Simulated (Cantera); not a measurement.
An isothermal, constant-pressure homogeneous reactor starts with 2.48 % H2, 97.5 % O2, at 1098 K and 1.58 Torr.

Computed with Cantera and the H2/O2 subset of GRI-Mech 3.0, which has no nitrogen chemistry. Radical loss at walls, strong at low pressure, is not modelled.

x: mole fraction; the columns are a selection and need not sum to one.

```json
[
 {"t (s)": "3.00e-5", "x H2": "0.0248", "x O2": "0.975", "x H": "1.23e-11", "x H2O": "<1e-12", "x HO2": "1.27e-11", "x O": "<1e-12"},
 {"t (s)": "7.27e-5", "x H2": "0.0248", "x O2": "0.975", "x H": "2.86e-11", "x H2O": "<1e-12", "x HO2": "3.08e-11", "x O": "2.34e-12"},
 {"t (s)": "0.000176", "x H2": "0.0248", "x O2": "0.975", "x H": "6.28e-11", "x H2O": "<1e-12", "x HO2": "7.48e-11", "x O": "1.27e-11"},
 {"t (s)": "0.000428", "x H2": "0.0248", "x O2": "0.975", "x H": "1.26e-10", "x H2O": "9.17e-12", "x HO2": "1.81e-10", "x O": "6.42e-11"},
 {"t (s)": "0.00104", "x H2": "0.0248", "x O2": "0.975", "x H": "2.43e-10", "x H2O": "9.70e-11", "x HO2": "4.40e-10", "x O": "2.93e-10"},
 {"t (s)": "0.00251", "x H2": "0.0248", "x O2": "0.975", "x H": "6.08e-10", "x H2O": "9.33e-10", "x HO2": "1.07e-9", "x O": "1.39e-9"},
 {"t (s)": "0.00609", "x H2": "0.0248", "x O2": "0.975", "x H": "3.54e-9", "x H2O": "1.21e-8", "x HO2": "2.60e-9", "x O": "1.11e-8"},
 {"t (s)": "0.0148", "x H2": "0.0248", "x O2": "0.975", "x H": "1.89e-7", "x H2O": "8.16e-7", "x HO2": "7.02e-9", "x O": "6.32e-7"},
 {"t (s)": "0.0358", "x H2": "0.0169", "x O2": "0.969", "x H": "0.00171", "x H2O": "0.00604", "x HO2": "5.22e-7", "x O": "0.00431"},
 {"t (s)": "0.0868", "x H2": "[?]", "x O2": "0.955", "x H": "[?]", "x H2O": "0.0224", "x HO2": "4.73e-7", "x O": "0.0184"},
 {"t (s)": "0.211", "x H2": "[?]", "x O2": "0.956", "x H": "[?]", "x H2O": "0.0226", "x HO2": "4.57e-7", "x O": "0.0173"},
 {"t (s)": "0.510", "x H2": "0.000192", "x O2": "0.959", "x H": "0.00215", "x H2O": "0.0231", "x HO2": "4.38e-7", "x O": "0.0147"},
 {"t (s)": "1.24", "x H2": "0.000137", "x O2": "0.964", "x H": "0.00127", "x H2O": "0.0237", "x HO2": "3.92e-7", "x O": "0.0103"},
 {"t (s)": "3.00", "x H2": "6.93e-5", "x O2": "0.969", "x H": "0.000443", "x H2O": "0.0244", "x HO2": "3.03e-7", "x O": "0.00509"}
]
```

**Question.** Some entries are withheld; supply them.

**Answer.** 
- 0.0868, x H2: 0.000256
- 0.0868, x H: 0.00309
- 0.211, x H2: 0.000223
- 0.211, x H: 0.00272
